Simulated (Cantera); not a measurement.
An isothermal, constant-pressure homogeneous reactor starts with 70.4 % NO, 29.6 % N2, at 1550 K and 0.220 bar.

Detailed kinetics in Cantera: GRI-Mech 3.0 (53 species, 325 reactions).

x: mole fraction; the columns are a selection and need not sum to one.

```csv
t (s),x NO,x O,x NO2,x O2,x N2O,x N2
0.000600,0.704,2.71e-7,8.55e-7,2.18e-9,1.12e-6,0.296
0.00170,0.704,2.88e-7,2.91e-6,1.09e-8,3.15e-6,0.296
0.00482,0.704,(withheld),8.84e-6,6.57e-8,8.78e-6,0.296
0.0136,0.704,(withheld),2.60e-5,5.43e-7,2.37e-5,0.296
0.0387,0.704,(withheld),7.37e-5,6.02e-6,5.88e-5,0.296
0.110,0.704,(withheld),0.000160,6.62e-5,0.000118,0.296
0.310,0.703,(withheld),0.000206,0.000399,0.000161,0.296
0.879,0.701,(withheld),0.000231,0.00145,0.000165,0.297
2.49,0.695,(withheld),0.000284,0.00441,0.000162,0.300
7.06,0.678,(withheld),0.000393,0.0126,0.000153,0.309
20.0,0.635,(withheld),0.000563,0.0339,0.000133,0.330
```

Problem. Complete the blanks.

Solution. 
- 0.00482, x O: 3.25e-7
- 0.0136, x O: 4.27e-7
- 0.0387, x O: 6.84e-7
- 0.110, x O: 1.09e-6
- 0.310, x O: 1.31e-6
- 0.879, x O: 1.44e-6
- 2.49, x O: 1.72e-6
- 7.06, x O: 2.32e-6
- 20.0, x O: 3.39e-6
